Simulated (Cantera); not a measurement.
What does this Cantera script print?

```python
import numpy as np
import cantera as ct

gas = ct.Solution("SiF4_NH3_mec.yaml", "gas")
gas.TPX = 1875, 4500, {'NH3': 1, 'N2': 0.62}
reactor = ct.IdealGasConstPressureReactor(gas, energy="off", clone=False)
net = ct.ReactorNet([reactor])
net.rtol, net.atol = 1e-08, 1e-18
show = ['NH3', 'NH2', 'NH', 'H2', 'H', 'N2', 'N2H4']
times = np.geomspace(7e-05, 2, 10)

steps = ct.SolutionArray(gas, extra=["t"])
rows = []
print(f"{'t/s':>10s}{'T/K':>9s}{'P/Pa':>11s}" + "".join(f"{s:>11s}" for s in show))
for t in times:
    while net.time < t:
        t_next = net.step()
        steps.append(gas.state, t=t_next)
    rows.append([np.interp(t, steps.t, y) for y in (steps.T, steps.P, *steps(*show).X.T)])
    print(f"{t:10.3e}{rows[-1][0]:9.1f}{rows[-1][1]:11.4g}" + "".join(f"{x:11.3e}" for x in rows[-1][2:]))
rate = np.gradient(steps.T, steps.t)
print("integrator steps:", len(steps.t))
if steps.T.max() > steps.T[0] + 200:
    print(f"time of steepest temperature rise: {steps.t[rate.argmax()]:.4e} s")
gas.TPX = 1875, 4500, {'NH3': 1, 'N2': 0.62}
gas.equilibrate("TP")
print(f"equilibrium (TP): T = {gas.T:.1f} K  " + "  ".join(f"{s} {gas[s].X[0]:.3e}" for s in show))
```

Result:

```
       t/s      T/K       P/Pa        NH3        NH2         NH         H2          H         N2       N2H4
 7.000e-05   1875.0       4500  6.173e-01  9.476e-06  5.068e-10  4.669e-06  1.399e-07  3.827e-01  4.858e-12
 2.189e-04   1875.0       4500  6.172e-01  2.990e-05  7.709e-09  1.491e-05  1.404e-07  3.827e-01  5.301e-11
 6.844e-04   1875.0       4500  6.172e-01  9.346e-05  1.122e-07  4.767e-05  1.474e-07  3.827e-01  5.329e-10
 2.140e-03   1875.0       4500  6.169e-01  2.856e-04  9.527e-07  1.768e-04  2.325e-07  3.827e-01  5.019e-09
 6.691e-03   1875.0       4500  6.155e-01  6.590e-04  3.397e-06  1.178e-03  9.621e-07  3.826e-01  2.678e-08
 2.092e-02   1875.0       4500  6.097e-01  7.269e-04  4.435e-06  6.482e-03  3.394e-06  3.830e-01  3.260e-08
 6.542e-02   1875.0       4500  5.917e-01  6.813e-04  5.355e-06  2.320e-02  1.023e-05  3.844e-01  2.864e-08
 2.046e-01   1875.0       4500  5.396e-01  6.004e-04  6.516e-06  7.164e-02  2.933e-05  3.882e-01  2.225e-08
 6.396e-01   1875.0       4500  4.120e-01  4.764e-04  6.906e-06  1.900e-01  7.982e-05  3.974e-01  1.401e-08
 2.000e+00   1875.0       4500  2.037e-01  2.880e-04  5.740e-06  3.832e-01  1.960e-04  4.126e-01  5.117e-09
integrator steps: 898
equilibrium (TP): T = 1875.0 K  NH3 3.165e-07  NH2 3.610e-09  NH 6.176e-10  H2 5.707e-01  H 2.350e-03  N2 4.270e-01  N2H4 8.055e-19
```

Computed with Cantera and the gas-phase N/H chemistry of the illustrative SiF4/NH3 mechanism in the Surface Chemkin manual (1991). Walls and surfaces, which speed up NH3 decomposition in real reactors, are not modelled.
